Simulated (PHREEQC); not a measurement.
A solution holds 0.28 mol HF, 0.00041 mol Na2HPO4 and 0.055 mol NaCl per kg of water, at 25 °C and 100 atm. Closed to the air; pH follows from the charge balance.

All values are PHREEQC results (ion-association model, phreeqc.dat), not measurements.

This is a speciation only: nothing precipitates in the calculation.

Question: Predict the pH, ionic strength.

Answer: pH 1.73; ionic strength 0.0780 mol/kgw.

Question: In which forms is F present?

Answer: HF 88 %, HF2- 7.8 %, F- 4.3 % of the F.

Under pressure, the constants of complexes without a molar volume in the database are unreliable.
